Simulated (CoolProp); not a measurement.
Vapour-liquid equilibrium of benzene (1) + dimethyl carbonate (2) at 481.6 K; x and y are mole fractions of (1).

Values from CoolProp's multi-fluid Helmholtz-energy mixture model, Thol 2012 and Zhou 2011; pair parameters Bell 2016.

```
x      bubble pressure, mixture model (MPa)  bubble pressure, Raoult's law (MPa)  y, mixture model  y, Raoult's law
-----  ------------------------------------  -----------------------------------  ----------------  ---------------
0.05                                  1.580                                1.563             0.059            0.053
0.125                                 1.608                                1.569             0.143            0.131
0.2                                   1.632                                1.576             0.222            0.209
0.275                                 1.652                                1.582                 ?            0.286
0.35                                  1.669                                1.588             0.370            0.362
0.425                                 1.681                                1.595             0.441            0.438
0.5                                       ?                                1.601             0.510            0.513
0.575                                     ?                                1.607             0.579            0.588
0.65                                  1.695                                1.614             0.649            0.662
0.725                                     ?                                1.620             0.719            0.735
0.8                                   1.685                                1.626             0.791            0.808
0.875                                 1.673                                1.633             0.866            0.881
0.95                                  1.657                                1.639             0.945            0.952
```

Q: Some entries are withheld; supply them.

A: 
- 0.275, y, mixture model: 0.298
- 0.5, bubble pressure, mixture model (MPa): 1.690
- 0.575, bubble pressure, mixture model (MPa): 1.694
- 0.725, bubble pressure, mixture model (MPa): 1.692

The largest gap from Raoult's law is +5.6 % in bubble pressure, at x = 0.5. y crosses x between x = 0.575 and 0.65: the model has an azeotrope there.

Pair parameters are fitted to limited data, so mixtures are less certain than the pure fluids.
